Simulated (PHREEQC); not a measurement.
Consider water at 25 °C with 1.2 mol/kgw CaCl2, 0.053 mol/kgw H3BO3 and 0.24 mol/kgw NaCl. Closed to the air; pH follows from the charge balance.

Equilibrium calculation in PHREEQC: Pitzer model, pitzer.dat.

This is a speciation only: nothing precipitates in the calculation.

Task: What pH, density does the model give?

Result: pH 4.24; density 1.107 g/cm³.

Complexes and solids missing from the database can't appear. In brines, pH and single-ion activities rest on the MacInnes convention.
